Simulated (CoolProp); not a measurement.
Vapour-liquid equilibrium of dimethyl ether (1) + R236FA (2) at 302.9 K; x and y are mole fractions of (1).

Computed with CoolProp (multi-fluid Helmholtz-energy mixture model, Wu 2011 and Pan 2012; pair parameters Bell 2016).

**Question.** Give the bubble pressure and the first vapour's composition at x = 0.2, 0.8, 0.95. Is there an azeotrope?

**Answer.** x = 0.2: 3.313 bar, y = 0.242; x = 0.8: 5.504 bar, y = 0.921; x = 0.95: 6.447 bar, y = 0.986. No azeotrope shows between x = 0.05 and 0.95.

The pair parameters rest on a limited set of measurements; away from them the model extrapolates.
